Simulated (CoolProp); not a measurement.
A single-stage vapour-compression cycle with n-butane: evaporating at 253.15 K (dew point), condensing at 307.15 K (bubble point), superheat 0 K, subcooling 5 K, compressor efficiency 0.9, no pressure losses. Each further row changes one setting.

Model: reference Helmholtz-energy equation of state, Bücker 2006, in CoolProp.

```csv
case,cooling COP,pressure ratio,discharge temperature (K),refrigerating effect (kJ/kg),volumetric capacity (kJ/m³)
as stated,3.50,7.05,310.0,288,368
evaporating temperature 258.15 K,4.02,5.66,309.0,295,462
condensing temperature 302.15 K,3.97,6.08,305.4,300,383
subcooling 10 K,3.65,7.05,310.0,300,383
superheat 10 K,3.54,7.05,320.2,303,372
compressor efficiency 0.8,3.11,7.05,315.5,288,368
```
